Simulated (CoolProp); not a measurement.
Computed with CoolProp (reference Helmholtz-energy equation of state, de Reuck 1990).

Question: Give the vapour pressure (kPa), liquid density (kg/m³), vapour density (kg/m³), liquid cp (kJ/(kg K)) of saturated fluorine at -158.85 °C.

Answer: 
```tsv
T (°C)	p (kPa)	liquid density (kg/m³)	vapour density (kg/m³)	liquid cp (kJ/(kg K))
-158.85	1170	1270	56.9	1.74
```
